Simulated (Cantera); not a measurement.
Charge: 1 mol borazine, 11 mol H2O, 0.3 mol H2, at 1502 °C and 60.0 mbar.

Method: chemical equilibrium by Gibbs-energy minimisation in Cantera with the NASA 1993 tables (ideal gas, pure condensed phases). Candidate condensed phases: B, BN, B2O3, B3O3H3, H2O; 39 gas species. The feed counts by its element totals alone. Rates play no part.

Base state: H2 0.450, H2O 0.296, HBO2 0.160, N2 0.0867, B2O3 0.00611, H 0.000792, HBO 0.000562, OH 3.24e-5 (mole fractions); condensed: gas only.

Question: What changes in the equilibrium state with this change: pressure from 60.0 mbar to 2.50 mbar?

Answer: 
```csv
species,before,after
H2,0.450,0.448
H2O,0.296,0.295
HBO2,0.160,0.160
H,0.000792,0.00387
N2,0.0867,0.0865
OH,3.24e-5,0.000159
BO2,2.14e-5,0.000105
BO,1.82e-5,8.87e-5
HBO,0.000562,0.000559
```
